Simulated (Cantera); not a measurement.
## Thermal oxidation and active oxidation of silicon: Si + O2 + H2

Input: 1 mol Si, 0.17 mol O2, a varied amount of H2, equilibrated at 1525 °C and 0.120 Pa.

Equilibrium computed with Cantera from the NASA thermochemical tables; the gas is ideal and each condensed phase is pure. Candidate condensed phases: H2O, Si, SiO2; 18 gas species. The numbers say what is thermodynamically allowed, not how fast it happens.

| n(H2) (mol) | x H2 | x H | x Si | x SiO | x SiH | x Si2 | x SiH2 | x Si3 |
|---|---|---|---|---|---|---|---|---|
| 16 | 0.683 | 0.266 | 0.0336 | 0.0173 | 3.49e-5 | 2.64e-6 | 2.64e-7 | 8.24e-9 |
| 21 | 0.693 | 0.268 | 0.0260 | 0.0134 | 2.72e-5 | 1.57e-6 | 2.07e-7 | 3.79e-9 |
| 28 | 0.701 | 0.269 | 0.0197 | 0.0101 | 2.07e-5 | 9.04e-7 | 1.58e-7 | 1.65e-9 |
| 38 | 0.707 | 0.270 | 0.0146 | 0.00754 | 1.55e-5 | 4.99e-7 | 1.19e-7 | 6.77e-10 |
| 51 | 0.712 | 0.271 | 0.0110 | 0.00565 | 1.16e-5 | 2.81e-7 | 8.96e-8 | 2.85e-10 |
| 68 | 0.716 | 0.272 | 0.00826 | 0.00426 | 8.78e-6 | 1.59e-7 | 6.78e-8 | 1.22e-10 |
| 91 | 0.718 | 0.272 | 0.00619 | 0.00319 | 6.59e-6 | 8.95e-8 | 5.10e-8 | 5.14e-11 |
x: gas mole fraction; nothing condenses.

From 16 mol H2 to 91 mol H2 nothing is condensed. The main Si-bearing gas is Si throughout.
